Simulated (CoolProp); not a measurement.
500 sccm (0 °C, 1 atm) of nitrogen bubbles through liquid tetrahydrofuran at 274.6 K and leaves saturated at a total pressure of 0.15 MPa (ideal gas phase). Each further row changes one setting.

Computed with CoolProp (reference Helmholtz-energy equation of state, Fiedler 2023).

```json
[
 {"case": "as stated", "vapour pressure (kPa)": "6.92", "mole fraction of vapour": "0.0461", "delivery (mg/min)": "77.8", "delivery (sccm)": "24.2", "change of delivery for a bath 1 K warmer (%)": "5.7"},
 {"case": "bath temperature 279.6 K", "vapour pressure (kPa)": "8.98", "mole fraction of vapour": "0.0599", "delivery (mg/min)": "102", "delivery (sccm)": "31.9", "change of delivery for a bath 1 K warmer (%)": "5.6"},
 {"case": "total pressure 0.3 MPa", "vapour pressure (kPa)": "6.92", "mole fraction of vapour": "0.0231", "delivery (mg/min)": "38.0", "delivery (sccm)": "11.8", "change of delivery for a bath 1 K warmer (%)": "5.6"}
]
```
